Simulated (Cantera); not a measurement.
Feed: 1 mol CF4, 1.5 mol Si, 3.3 mol H2, equilibrated at 1248.15 K.

Equilibrium computed with Cantera from the NASA thermochemical tables; the gas is ideal and each condensed phase is pure. Candidate condensed phases: C, C6H6, C7H8, C8H18, Si, SiC; 113 gas species. The tables' values for SiF3, SiF2 are old estimates; treat these amounts as uncertain. Equilibrium is a limit: real reactors are often held back by kinetics, nucleation or transport.

x: gas mole fraction; n: condensed amount in mol.

```csv
P (Pa),x H2,x SiF4,x HF,x SiF3,x SiHF3,x CH4,x SiF2,n C(graphite),n SiC(s)
1,0.749,0.213,0.0224,0.0146,0.000394,6.24e-8,0.000970,0.494,0.506
6.80,0.756,0.220,?,0.00928,?,?,0.000378,0.496,0.504
46,0.760,0.224,0.00878,0.00583,0.00108,2.96e-6,0.000147,0.498,0.502
320,0.762,0.227,0.00543,0.00362,0.00176,2.07e-5,5.59e-5,0.500,0.500
2200,0.764,0.228,0.00336,0.00224,0.00287,0.000143,2.14e-5,0.501,0.498
15000,0.763,0.228,?,0.00139,?,?,8.19e-6,0.500,0.496
100000,0.756,0.228,0.00129,0.000864,0.00741,0.00637,3.17e-6,0.481,0.492
```

**Question.** Some entries are withheld; supply them.

**Answer.** 
- 15000, x HF: 0.00208
- 15000, x SiHF3: 0.00464
- 15000, x CH4: 0.000973
- 6.80, x HF: 0.0141
- 6.80, x SiHF3: 0.000656
- 6.80, x CH4: 4.32e-7
